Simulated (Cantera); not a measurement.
What does this Cantera script print?

```python
import numpy as np
import cantera as ct

gas = ct.Solution("gri30.yaml", transport_model="mixture-averaged")
show = ['N2', 'C2H2', 'H']

rows = []
print(f"{'T/K':>7s}{'rho':>11s}{'cp':>10s}{'mu':>11s}{'lambda':>11s}{'Pr':>7s}" + "".join(f"{'D_' + s:>11s}" for s in show))
for T in [400, 650, 900, 1150, 1400, 1650, 1900, 2150, 2400]:
    gas.TPX = T, 3400, {'O2': 0.78}
    Pr = gas.cp_mass * gas.viscosity / gas.thermal_conductivity
    D = [gas.mix_diff_coeffs_mole[gas.species_index(s)] for s in show]
    rows.append([gas.density, gas.cp_mass, gas.viscosity, gas.thermal_conductivity, Pr, *D])
    print(f"{T:7g}{gas.density:11.4e}{gas.cp_mass:10.1f}{gas.viscosity:11.4e}"
          f"{gas.thermal_conductivity:11.4e}{Pr:7.3f}" + "".join(f"{d:11.4e}" for d in D))
print("SI units: kg/m3, J/kg/K, Pa s, W/m/K, m2/s")
```

It prints:

```
    T/K        rho        cp         mu     lambda     Pr       D_N2     D_C2H2        D_H
    400 3.2712e-02     941.4 2.5629e-05 3.3852e-02  0.713 1.0292e-03 8.3462e-04 6.3315e-03
    650 2.0130e-02    1017.4 3.5981e-05 5.1624e-02  0.709 2.3577e-03 1.9528e-03 1.4648e-02
    900 1.4539e-02    1073.7 4.4705e-05 6.7643e-02  0.710 4.0721e-03 3.4013e-03 2.5395e-02
   1150 1.1378e-02    1108.6 5.2496e-05 8.2174e-02  0.708 6.1286e-03 5.1401e-03 3.8289e-02
   1400 9.3463e-03    1134.2 5.9661e-05 9.5657e-02  0.707 8.4989e-03 7.1437e-03 5.3149e-02
   1650 7.9302e-03    1155.4 6.6364e-05 1.0843e-01  0.707 1.1162e-02 9.3941e-03 6.9843e-02
   1900 6.8867e-03    1174.1 7.2707e-05 1.2073e-01  0.707 1.4103e-02 1.1878e-02 8.8269e-02
   2150 6.0860e-03    1191.7 7.8755e-05 1.3274e-01  0.707 1.7308e-02 1.4584e-02 1.0835e-01
   2400 5.4520e-03    1209.0 8.4555e-05 1.4458e-01  0.707 2.0765e-02 1.7504e-02 1.3001e-01
SI units: kg/m3, J/kg/K, Pa s, W/m/K, m2/s
```

Cantera simulation using GRI-Mech 3.0 (53 species, 325 reactions); the numbers are that mechanism's predictions, not measurements.
